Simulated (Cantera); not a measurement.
An adiabatic, constant-volume homogeneous reactor starts with CH4 : H2 : O2 : N2 = 1 : 0.12 : 2.06 : 7.75 (molar parts), equivalence ratio 1.0, at 1125 K and 0.987 atm.

Cantera simulation using GRI-Mech 3.0 (53 species, 325 reactions); the numbers are that mechanism's predictions, not measurements.

Problem. Predict: time of steepest temperature rise; temperature at 0.200 s; equilibrium temperature; x(H2) at 0.200 s; x(O2) at 0.200 s; x(H2O2) at 0.200 s; x(O) at 0.200 s; x(N2O) at 0.200 s.

Solution. time of steepest temperature rise: 31.1 ms
temperature at 0.200 s: 2805 K
equilibrium temperature: 2805 K
x(H2) at 0.200 s: 0.0168 (gas-phase equilibrium 0.0168)
x(O2) at 0.200 s: 0.0172 (gas-phase equilibrium 0.0172)
x(H2O2) at 0.200 s: 4.22e-7 (gas-phase equilibrium 4.22e-7)
x(O) at 0.200 s: 0.00454 (gas-phase equilibrium 0.00454)
x(N2O) at 0.200 s: 8.26e-7 (gas-phase equilibrium 8.26e-7)
